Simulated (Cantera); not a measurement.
A Cantera script and its output.

```python
import numpy as np
import cantera as ct

gas = ct.Solution("h2o2.yaml")
gas.TPX = 1175, 1333, {'H2': 0.0053, 'O2': 1}
reactor = ct.IdealGasConstPressureReactor(gas, energy="off", clone=False)
net = ct.ReactorNet([reactor])
net.rtol, net.atol = 1e-08, 1e-18
show = ['H2', 'O2', 'OH', 'HO2', 'H2O2']
times = np.geomspace(0.0002, 10, 13)

steps = ct.SolutionArray(gas, extra=["t"])
rows = []
print(f"{'t/s':>10s}{'T/K':>9s}{'P/Pa':>11s}" + "".join(f"{s:>11s}" for s in show))
for t in times:
    while net.time < t:
        t_next = net.step()
        steps.append(gas.state, t=t_next)
    rows.append([np.interp(t, steps.t, y) for y in (steps.T, steps.P, *steps(*show).X.T)])
    print(f"{t:10.3e}{rows[-1][0]:9.1f}{rows[-1][1]:11.4g}" + "".join(f"{x:11.3e}" for x in rows[-1][2:]))
rate = np.gradient(steps.T, steps.t)
print("integrator steps:", len(steps.t))
if steps.T.max() > steps.T[0] + 200:
    print(f"time of steepest temperature rise: {steps.t[rate.argmax()]:.4e} s")
gas.TPX = 1175, 1333, {'H2': 0.0053, 'O2': 1}
gas.equilibrate("TP")
print(f"equilibrium (TP): T = {gas.T:.1f} K  " + "  ".join(f"{s} {gas[s].X[0]:.3e}" for s in show))
```

Result:

```
       t/s      T/K       P/Pa         H2         O2         OH        HO2       H2O2
 2.000e-04   1175.0       1333  5.272e-03  9.947e-01  4.549e-10  5.955e-10  2.028e-14
 4.927e-04   1175.0       1333  5.272e-03  9.947e-01  1.457e-09  1.469e-09  1.227e-13
 1.214e-03   1175.0       1333  5.272e-03  9.947e-01  5.370e-09  3.628e-09  7.381e-13
 2.991e-03   1175.0       1333  5.272e-03  9.947e-01  4.098e-08  9.090e-09  4.402e-12
 7.368e-03   1175.0       1333  5.265e-03  9.947e-01  3.240e-06  3.963e-08  3.151e-11
 1.815e-02   1175.0       1333  4.543e-04  9.903e-01  8.258e-04  9.913e-07  4.319e-08
 4.472e-02   1175.0       1333  1.170e-05  9.902e-01  3.774e-04  5.404e-07  1.002e-08
 1.102e-01   1175.0       1333  9.522e-06  9.911e-01  3.410e-04  4.893e-07  9.823e-09
 2.714e-01   1175.0       1333  6.185e-06  9.923e-01  2.752e-04  3.941e-07  9.302e-09
 6.687e-01   1175.0       1333  2.806e-06  9.936e-01  1.859e-04  2.595e-07  7.989e-09
 1.648e+00   1175.0       1333  8.615e-07  9.944e-01  1.035e-04  1.314e-07  5.518e-09
 4.059e+00   1175.0       1333  2.031e-07  9.946e-01  5.052e-05  5.131e-08  2.684e-09
 1.000e+01   1175.0       1333  4.436e-08  9.947e-01  2.373e-05  1.661e-08  9.278e-10
integrator steps: 1399
equilibrium (TP): T = 1175.0 K  H2 3.453e-10  O2 9.947e-01  OH 2.119e-06  HO2 2.532e-09  H2O2 1.160e-11
```

Cantera simulation using the H2/O2 subset of GRI-Mech 3.0, which has no nitrogen chemistry; the numbers are that mechanism's predictions, not measurements. Radical loss at walls, strong at low pressure, is not modelled.
